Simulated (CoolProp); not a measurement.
A single-stage vapour-compression cycle with the fluid: evaporating at 322.15 K (dew point), condensing at 386.15 K (bubble point), superheat 8 K, subcooling 0 K, compressor efficiency 0.7, no pressure losses. The same conditions are run with several fluids, on thermodynamics alone (safety and materials aside).

The numbers come from the reference Helmholtz-energy equation of state of each fluid (n-perfluoropentane: Gao 2022; 1,2-dichloroethane: Thol 2015; R142b: Lemmon 2006; R11: Jacobsen 1992; dimethyl carbonate: Zhou 2011; R1336mzz(Z): McLinden 2020) in CoolProp.

| fluid | cooling COP | pressure ratio | discharge temperature (K) | refrigerating effect (kJ/kg) | volumetric capacity (kJ/m³) |
|---|---|---|---|---|---|
| n-perfluoropentane | 0.949 | 5.18 | 386.1 | 16.1 | 365 |
| 1,2-dichloroethane | 2.97 | 7.87 | 431.4 | 262 | 286 |
| R142b | 2.05 | 3.98 | 403.4 | 93.1 | 2620 |
| R11 | 2.68 | 4.70 | 411.8 | 115 | 1410 |
| dimethyl carbonate | 2.86 | 8.96 | 407.4 | 289 | 214 |
| R1336mzz(Z) | 2.15 | 5.46 | 386.2 | 78.0 | 867 |

The compression ends wet for: n-perfluoropentane; R1336mzz(Z).
